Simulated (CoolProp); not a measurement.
A single-stage vapour-compression cycle with n-hexane: evaporating at 300.15 K (dew point), condensing at 332.15 K (bubble point), superheat 5 K, subcooling 8 K, compressor efficiency 0.8, no pressure losses. Each further row changes one setting.

The numbers come from the reference Helmholtz-energy equation of state, Thol 2019 in CoolProp.

```csv
case,cooling COP,pressure ratio,discharge temperature (K),refrigerating effect (kJ/kg),volumetric capacity (kJ/m³)
as stated,7.06,3.36,332.5,317,241
evaporating temperature 305.15 K,8.67,2.73,332.9,325,300
condensing temperature 327.15 K,8.54,2.83,328.6,329,250
subcooling 13 K,7.32,3.36,332.5,329,250
superheat 15 K,7.18,3.36,342.5,335,245
compressor efficiency 0.7,6.17,3.36,335.9,317,241
```
